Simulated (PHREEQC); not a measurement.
A column of 0.2 m (30 cells, dispersivity 0.01 m, 3600 s a shift, diffusion coefficient 3e-10 m²/s) holds 0.11 eq of the database's cation exchanger X per kg of pore water, first in equilibrium with 0.011 mol/kgw CdCl2, 0.0052 mol/kgw ZnSO4, 0.0032 mol/kgw NaCl and 1e-05 mol/kgw HCl. It is flushed with 0.0029 mol ZnSO4, 0.0075 mol LiCl, 0.024 mol MgCl2 and 1e-05 mol HCl per kg of water, at 15 °C. Values are for the last cell. No CO2 enters from the air. No solid was allowed to form.

Computed with PHREEQC (ion-association model, phreeqc.dat).

```
pore volumes  Mg in solution (mol/kgw)  Li in solution (mol/kgw)  Na in solution (mol/kgw)  Cd in solution (mol/kgw)
------------  ------------------------  ------------------------  ------------------------  ------------------------
0                                    0                         0                   0.00320                    0.0110
0.6167                        7.79e-10                   8.28e-5                   0.00324                    0.0118
1.217                          7.48e-5                   0.00364                   0.00209                       ___
1.817                          0.00234                   0.00679                  0.000556                    0.0171
2.417                              ___                   0.00747                       ___                   0.00914
3.017                           0.0161                   0.00751                   1.38e-5                   0.00316
3.617                           0.0197                   0.00749                   1.84e-6                  0.000941
4.217                              ___                   0.00749                   2.38e-7                  0.000270
4.817                           0.0226                   0.00749                   3.05e-8                   7.69e-5
5.417                              ___                   0.00749                       ___                   2.18e-5
6.017                           0.0235                   0.00750                  4.90e-10                   6.11e-6
```

Q: Some entries are withheld; supply them.

A: 
- 1.217, Cd in solution (mol/kgw): 0.0184
- 2.417, Mg in solution (mol/kgw): 0.00949
- 2.417, Na in solution (mol/kgw): 9.64e-5
- 4.217, Mg in solution (mol/kgw): 0.0216
- 5.417, Mg in solution (mol/kgw): 0.0232
- 5.417, Na in solution (mol/kgw): 3.88e-9
